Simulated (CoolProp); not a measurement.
Vapour-liquid equilibrium of propylene (1) + dimethyl ether (2) at 0.655 MPa; x and y are mole fractions of (1).

Values from CoolProp's multi-fluid Helmholtz-energy mixture model, Lemmon 2013 and Wu 2011; pair parameters Bell 2016.

Task: Give the bubble temperature and the first vapour's composition at x = 0.05, 0.55, 0.75. Is there an azeotrope?

Result: x = 0.05: 26.6 °C, y = 0.097; x = 0.55: 11.6 °C, y = 0.694; x = 0.75: 7.8 °C, y = 0.838. No azeotrope shows between x = 0.05 and 0.95.

Pair parameters are fitted to limited data, so mixtures are less certain than the pure fluids.
